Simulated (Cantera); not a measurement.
An adiabatic, constant-pressure homogeneous reactor starts with CO : H2 : CH4 : O2 : N2 : H2O = 1 : 0.032 : 0.037 : 0.246 : 0.924 : 0.5 (molar parts), equivalence ratio 2.4, at 1200 K and 1.90 bar.

Detailed kinetics in Cantera: GRI-Mech 3.0 (53 species, 325 reactions).

x: mole fraction; the columns are a selection and need not sum to one.

```tsv
t (s)	T (K)	x CO	x H2	x CH4	x H2O	x HO2	x CO2
5.00e-6	1200	0.365	0.0117	0.0135	0.183	(withheld)	2.60e-8
1.19e-5	1200	0.365	0.0117	0.0135	0.183	(withheld)	9.37e-8
2.84e-5	1200	0.365	0.0117	0.0135	0.183	(withheld)	3.99e-7
6.77e-5	1200	0.365	0.0117	0.0135	0.183	(withheld)	2.49e-6
0.000161	1200	0.365	0.0117	0.0135	0.183	(withheld)	4.74e-5
0.000384	1261	0.361	0.0125	0.0110	0.185	(withheld)	0.00584
0.000916	2348	0.225	0.0421	<1e-12	0.190	(withheld)	0.177
0.00218	2362	0.226	0.0420	1.83e-12	0.192	5.03e-8	0.178
0.00520	2362	0.226	0.0421	1.85e-12	0.192	4.96e-8	0.178
0.0124	2362	0.226	0.0421	1.86e-12	0.192	4.94e-8	0.178
0.0296	2362	0.226	0.0421	1.86e-12	0.192	4.91e-8	0.178
0.0704	2361	0.226	0.0421	1.87e-12	0.192	4.87e-8	0.178
0.168	2361	0.226	0.0421	1.88e-12	0.192	4.87e-8	0.178
0.400	2361	0.226	0.0421	1.88e-12	0.192	4.87e-8	0.178
```

Task: Some entries are withheld; supply them.

Result: 
- 5.00e-6, x HO2: 5.61e-9
- 1.19e-5, x HO2: 2.64e-8
- 2.84e-5, x HO2: 1.03e-7
- 6.77e-5, x HO2: 4.84e-7
- 0.000161, x HO2: 7.17e-6
- 0.000384, x HO2: 0.000111
- 0.000916, x HO2: 1.43e-7
